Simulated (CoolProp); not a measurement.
o-xylene at several states: Z from the reference equation and from simpler models built on Tc = 630.3 K, pc = 3.737 MPa, ω = 0.312; each cubic takes its own stable root.

Values from CoolProp's reference Helmholtz-energy equation of state, Zhou 2012.

```csv
T (K),p (MPa),phase,reference
417.9,0.0243,gas,0.9891
366.7,3.84,liquid,0.1629
385.3,0.0902,liquid,0.003737
381.4,0.0151,gas,0.9901
```

Q: How far does each simpler model (van der Waals, Redlich-Kwong, Peng-Robinson) lie from the reference over these 4 states: mean and median of the absolute difference, and the worst?

A: 
- van der Waals: mean 6530.2 %, median 35.5 %, worst +26049.3 % at 385.3 K and 0.0902 MPa
- Redlich-Kwong: mean 6449.8 %, median 8.5 %, worst +25781.7 % at 385.3 K and 0.0902 MPa
- Peng-Robinson: mean 0.2 %, median 0.2 %, worst +0.3 % at 381.4 K and 0.0151 MPa

At some of these states van der Waals, Redlich-Kwong gives the other phase, because its saturation line lies elsewhere.
